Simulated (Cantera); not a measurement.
An adiabatic, constant-volume homogeneous reactor starts with 4.41 % CH₄, 0.881 % C₂H₆, 2.34 % C₃H₈, 19.7 % O₂, 72.7 % N₂, equivalence ratio 1.2, at 1350 K and 2.10 bar.

Model: GRI-Mech 3.0 (53 species, 325 reactions), integrated in Cantera. GRI-Mech 3.0 was tuned for natural gas; its chemistry of propane as a main component is partial and can be far from experiment.

x: mole fraction; the columns are a selection and need not sum to one.

```json
[
 {"t (s)": "2.00e-6", "T (K)": "1350", "P (bar)": "2.10", "x CH₄": "0.0441", "x C₂H₆": "0.00881", "x C₃H₈": "0.0233", "x O₂": "0.197", "x CH₂": "1.21e-11", "x C₂H₂": "8.30e-12"},
 {"t (s)": "4.60e-6", "T (K)": "1350", "P (bar)": "2.10", "x CH₄": "0.0441", "x C₂H₆": "0.00881", "x C₃H₈": "0.0233", "x O₂": "0.197", "x CH₂": "5.81e-11", "x C₂H₂": "9.92e-11"},
 {"t (s)": "1.06e-5", "T (K)": "1349", "P (bar)": "2.10", "x CH₄": "0.0441", "x C₂H₆": "0.00880", "x C₃H₈": "0.0233", "x O₂": "0.196", "x CH₂": "3.75e-10", "x C₂H₂": "1.23e-9"},
 {"t (s)": "2.43e-5", "T (K)": "1349", "P (bar)": "2.10", "x CH₄": "0.0440", "x C₂H₆": "0.00877", "x C₃H₈": "0.0231", "x O₂": "0.196", "x CH₂": "[?]", "x C₂H₂": "2.18e-8"},
 {"t (s)": "5.58e-5", "T (K)": "1350", "P (bar)": "2.10", "x CH₄": "0.0439", "x C₂H₆": "0.00870", "x C₃H₈": "0.0223", "x O₂": "0.196", "x CH₂": "[?]", "x C₂H₂": "3.63e-7"},
 {"t (s)": "0.000128", "T (K)": "1358", "P (bar)": "2.12", "x CH₄": "0.0434", "x C₂H₆": "0.00848", "x C₃H₈": "0.0200", "x O₂": "0.193", "x CH₂": "[?]", "x C₂H₂": "4.25e-6"},
 {"t (s)": "0.000295", "T (K)": "2987", "P (bar)": "5.13", "x CH₄": "<1e-12", "x C₂H₆": "<1e-12", "x C₃H₈": "<1e-12", "x O₂": "0.0106", "x CH₂": "<1e-12", "x C₂H₂": "<1e-12"},
 {"t (s)": "0.000678", "T (K)": "2993", "P (bar)": "5.13", "x CH₄": "<1e-12", "x C₂H₆": "<1e-12", "x C₃H₈": "<1e-12", "x O₂": "0.00826", "x CH₂": "1.12e-12", "x C₂H₂": "<1e-12"},
 {"t (s)": "0.00156", "T (K)": "2993", "P (bar)": "5.13", "x CH₄": "<1e-12", "x C₂H₆": "<1e-12", "x C₃H₈": "<1e-12", "x O₂": "0.00821", "x CH₂": "1.12e-12", "x C₂H₂": "<1e-12"},
 {"t (s)": "0.00358", "T (K)": "2993", "P (bar)": "5.13", "x CH₄": "<1e-12", "x C₂H₆": "<1e-12", "x C₃H₈": "<1e-12", "x O₂": "0.00821", "x CH₂": "1.12e-12", "x C₂H₂": "<1e-12"},
 {"t (s)": "0.00823", "T (K)": "2993", "P (bar)": "5.13", "x CH₄": "<1e-12", "x C₂H₆": "<1e-12", "x C₃H₈": "<1e-12", "x O₂": "0.00821", "x CH₂": "1.12e-12", "x C₂H₂": "<1e-12"},
 {"t (s)": "0.0189", "T (K)": "2993", "P (bar)": "5.13", "x CH₄": "<1e-12", "x C₂H₆": "<1e-12", "x C₃H₈": "<1e-12", "x O₂": "0.00821", "x CH₂": "1.12e-12", "x C₂H₂": "<1e-12"},
 {"t (s)": "0.0435", "T (K)": "2993", "P (bar)": "5.13", "x CH₄": "<1e-12", "x C₂H₆": "<1e-12", "x C₃H₈": "<1e-12", "x O₂": "0.00821", "x CH₂": "1.12e-12", "x C₂H₂": "<1e-12"},
 {"t (s)": "0.100", "T (K)": "2993", "P (bar)": "5.13", "x CH₄": "<1e-12", "x C₂H₆": "<1e-12", "x C₃H₈": "<1e-12", "x O₂": "0.00821", "x CH₂": "1.12e-12", "x C₂H₂": "<1e-12"}
]
```

Task: What belongs in the gaps?

Result: 
- 2.43e-5, x CH₂: 2.49e-9
- 5.58e-5, x CH₂: 6.35e-9
- 0.000128, x CH₂: 1.22e-8
